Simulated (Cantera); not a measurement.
**Ignition delay**

Mixture: CH₄ : C₂H₆ : C₃H₈ : O₂ : N₂ = 1 : 0.095 : 0.33 : 2.21 : 14.6 (molar parts), equivalence ratio 1.8, at 760 Torr, adiabatic and at constant pressure. Ignition delay is the time to a rise of 400 K.

Detailed kinetics in Cantera: GRI-Mech 3.0 (53 species, 325 reactions). GRI-Mech 3.0 was tuned for natural gas; its chemistry of propane as a main component is partial and can be far from experiment.

```csv
T0 (K),delay (ms)
1025,220
1100,57.1
1175,14.6
1250,4.12
1325,1.36
1400,0.537
1475,0.248
1550,0.132
```

```
Property                                                 Value
--------------------------------------------------  ----------
apparent activation energy between 1400 and 1550 K  170 kJ/mol
```
